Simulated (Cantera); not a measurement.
## Equilibrium for carbothermic reduction: Cu2O + C + N2

Charge: 1 mol Cu2O, 0.4 mol C, 2.9 mol N2, equilibrated at 10000 Pa.

Equilibrium computed with Cantera from the NASA thermochemical tables; the gas is ideal and each condensed phase is pure. Candidate condensed phases: C, Cu, CuO, Cu2O; 27 gas species. Each liquid is taken as pure. Mutual solubility and eutectic melting of coexisting phases are not modelled. Rates play no part.

At 1198 K the condensed part is Cu(s) + Cu2O(s). At 1398 K the condensed part is Cu(l) + Cu2O(s). At 1598 K the condensed part is Cu(l) + Cu2O(l). From 1798 K to 2198 K the condensed part is Cu(l). From 2398 K to 2598 K nothing is condensed. The main Cu-bearing gas is Cu throughout.

```tsv
T (K)	log p N2	log p Cu	log p CO2	log p CO	log p O2	log p O	n Cu(s)	n Cu2O(s)	n Cu(l)	n Cu2O(l)
1198	-1.06	-7.93	-1.92	-6.15	-7.09	-11.17	1.60	0.200	0	0
1398	-1.06	-5.89	-1.92	-5.46	-4.97	-8.52	0	0.199	1.60	0
1598	-1.06	-4.41	-1.92	-4.92	-3.42	-6.56	0	0	1.65	0.174
1798	-1.07	-3.28	-1.93	-4.36	-2.54	-5.19	0	0	1.98	0
1998	-1.09	-2.37	-1.96	-3.57	-2.56	-4.46	0	0	1.85	0
2198	-1.19	-1.64	-2.10	-3.01	-2.62	-3.88	0	0	0.963	0
2398	-1.28	-1.44	-2.29	-2.66	-2.62	-3.38	0	0	0	0
2598	-1.28	-1.45	-2.48	-2.41	-2.57	-2.92	0	0	0	0
```
log p: log10 of the partial pressure in bar; n: condensed amount in mol.
